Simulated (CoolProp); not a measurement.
The fluid at 298.15 K and 15.7 MPa flows at 3.2 m/s in a round tube of 1 mm bore and 0.25 µm roughness, fully developed (64/Re and Nu = 3.66 if laminar; Colebrook and Gnielinski if turbulent). The same conditions are run with several fluids, on thermodynamics alone (safety and materials aside).

Model: reference Helmholtz-energy equation of state of each fluid (R236FA: Pan 2012; ethane: Bücker 2006; R125: Lemmon 2005; R142b: Lemmon 2006), in CoolProp.

```
fluid   Reynolds number  Darcy friction factor  pressure drop (Pa/m)  heat-transfer coefficient (W/(m² K))  mass flow (kg/h)
------  ---------------  ---------------------  --------------------  ------------------------------------  ----------------
R236FA            12300                 0.0297            (withheld)                                  7030              12.9
ethane            21000                 0.0261                 54900                            (withheld)              3.71
R125              20800                 0.0262                177000                                  8260        (withheld)
R142b             13300             (withheld)                172000                            (withheld)              10.5
```

### Question
Fill in the missing entries.

### Answer

- R236FA, pressure drop (Pa/m): 216000
- ethane, heat-transfer coefficient (W/(m² K)): 8750
- R125, mass flow (kg/h): 11.9
- R142b, Darcy friction factor: 0.0291
- R142b, heat-transfer coefficient (W/(m² K)): 7350

Transport values come from each fluid's own correlations; those of R236FA, R142b are estimates that may be off by 10 % or more.
